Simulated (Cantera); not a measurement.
What does this Cantera script print?

```python
import numpy as np
import cantera as ct

gas_names = """
    NO B2O3 NO2 OH HBO2
""".split()
cond_names = """
    B(b) B(L) BN(s)
""".split()


# ... load() reads the species with a 1 bar reference pressure and builds the phases ...
species = {s.name: s for s in load("nasa_gas.yaml", gas_names) + load("nasa_condensed.yaml", cond_names)}
# Each term lists the table entries of one substance; the one whose range holds T is used.
reactions = {
    '5 B + 3 NO(g) = 3 BN + B2O3(g)':
        [(-5, ['B(b)', 'B(L)']), (-3, ['NO']), (3, ['BN(s)']), (1, ['B2O3'])],
    'BN + 2 NO2(g) + OH(g) = 3 NO(g) + HBO2(g)':
        [(-1, ['BN(s)']), (-2, ['NO2']), (-1, ['OH']), (3, ['NO']), (1, ['HBO2'])],
}


def pick(names, T):
    return next(species[n] for n in names if species[n].thermo.min_temp <= T <= species[n].thermo.max_temp)


results = []
for label, terms in reactions.items():
    print(label)
    print("     T/K   dH/kJ  dS/(J/K)   dG/kJ   log10 K")
    for T in [1223, 1298, 1373, 1448, 1523, 1598, 1673, 1748, 1823, 1898, 1973]:
        used = [(nu, pick(names, T)) for nu, names in terms]
        dH = sum(nu * s.thermo.h(T) for nu, s in used) / 1e6
        dS = sum(nu * s.thermo.s(T) for nu, s in used) / 1e3
        dG = dH - T * dS / 1e3
        logK = -dG * 1e6 / (ct.gas_constant * T * np.log(10))
        results.append((label, T, dH, dS, dG, logK, [s.name for _, s in used]))
        print(f"{T:8g} {dH:8.1f} {dS:8.1f} {dG:8.1f} {logK:8.2f}")
```

It prints:

```
5 B + 3 NO(g) = 3 BN + B2O3(g)
     T/K   dH/kJ  dS/(J/K)   dG/kJ   log10 K
    1223  -1866.8   -343.7  -1446.5    61.78
    1298  -1866.7   -343.6  -1420.7    57.17
    1373  -1866.5   -343.4  -1394.9    53.07
    1448  -1866.3   -343.3  -1369.2    49.39
    1523  -1866.2   -343.2  -1343.4    46.07
    1598  -1866.1   -343.2  -1317.7    43.07
    1673  -1866.1   -343.2  -1291.9    40.34
    1748  -1866.1   -343.2  -1266.2    37.84
    1823  -1866.2   -343.2  -1240.5    35.54
    1898  -1866.3   -343.3  -1214.7    33.43
    1973  -1866.5   -343.4  -1189.0    31.48
BN + 2 NO2(g) + OH(g) = 3 NO(g) + HBO2(g)
     T/K   dH/kJ  dS/(J/K)   dG/kJ   log10 K
    1223   -151.2    184.9   -377.3    16.12
    1298   -152.1    184.1   -391.2    15.74
    1373   -153.1    183.4   -404.9    15.41
    1448   -154.2    182.7   -418.7    15.10
    1523   -155.2    182.0   -432.3    14.83
    1598   -156.2    181.3   -446.0    14.58
    1673   -157.2    180.7   -459.5    14.35
    1748   -158.2    180.1   -473.1    14.14
    1823   -159.3    179.5   -486.6    13.94
    1898   -160.3    179.0   -500.0    13.76
    1973   -161.3    178.5   -513.4    13.59
```

Standard-state values (1 bar) from the NASA 1993 polynomials, evaluated with Cantera. Condensed species are held in their standard states even where they would react or evaporate.
